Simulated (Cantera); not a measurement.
Standard-state values (1 bar) from the NASA 1993 polynomials, evaluated with Cantera. Values are per mole of reaction as written; species without (g) are pure solids or liquids, kept so even where they would boil at 1 bar. VN: taken at fixed stoichiometry.

Task: Between 300 and 948 K, where is each reaction favourable under standard conditions?
- 2 NO(g) + V₂O₄ ⇌ 2 O₃(g) + 2 VN
- N₂(g) + VO₂(g) ⇌ NO₂(g) + VN

Result: 
- 2 NO(g) + V₂O₄ ⇌ 2 O₃(g) + 2 VN: ΔG° is 1086 kJ at 300 K and 1092 kJ at 948 K; it stays positive (K < 1). ΔH° is 1075 kJ and ΔS° -17 J/K at 948 K.
- N₂(g) + VO₂(g) ⇌ NO₂(g) + VN: ΔG° is 104 kJ at 300 K and 216 kJ at 948 K; it stays positive (K < 1). ΔH° is 57 kJ and ΔS° -167 J/K at 948 K.
